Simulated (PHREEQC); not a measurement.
0.01 g of hydrous ferric oxide (600 m²/g; 0.2 weak and 0.005 strong sites per Fe, Dzombak-Morel constants, diffuse double layer) in 1 kg of water with 0.01 mol/kgw of an inert sodium salt and 5.8e-06 mol/kgw BaCl2, 6.1e-05 mol/kgw CuCl2 and 5.2e-06 mol/kgw MnCl2, at 25 °C; the pH is set by adding NaOH or the inert anion's acid. No oxygen is let in. CO2 from the air is kept out. Nothing may precipitate in this run.

The series has 17 steps of pH, from 4 to 12.

All values are PHREEQC results (ion-association model, wateq4f.dat), not measurements.

### Question
Near which pH is half of the Ba sorbed, and on which side is more sorbed?

### Answer
Near pH 11.7, with more sorbed at higher pH.

### Question
Near which pH is half of the Mn sorbed, and on which side is more sorbed?

### Answer
Near pH 9.4, with more sorbed at higher pH.

### Question
At which pH does the surface charge pass through zero?

### Answer
Near pH 9.6.

Along this series the solution becomes supersaturated in solids that the run did not let form, among them Cu(OH)2. The database's constant for dissolved Cu(OH)2 is higher than later reviews accept.
